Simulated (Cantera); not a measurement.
A closed system holds: 1 mol B₂H₆, 0.79 mol H₂O, 0.13 mol H₂, equilibrated at 927 °C and 0.0100 bar.

Cantera equilibrium calculation (NASA polynomials, part measured and part estimated; ideal gas, pure solids and liquids). Candidate condensed phases: B, B₂O₃, B₃O₃H₃, H₂O; 23 gas species. The feed counts by its element totals alone. Mutual solubility and eutectic melting of coexisting phases are not modelled. Rates play no part.

Task: What is the equilibrium state?

Result: 
```
Property                                  Value
------------------------------------  ---------
x(H₂)                                     0.999
x(B₃O₃H₃)                              0.000684
x(HBO)                                 0.000591
x(B₂O₂)                                 7.24e-6
x(HBO₂)                                 6.19e-6
x(H)                                    1.97e-6
n(B(s))                                1.47 mol
n(B₂O₃(l))                            0.260 mol
gas amount                            3.920 mol
log10 activity of B₃O₃H₃(s) (absent)      -9.03
```
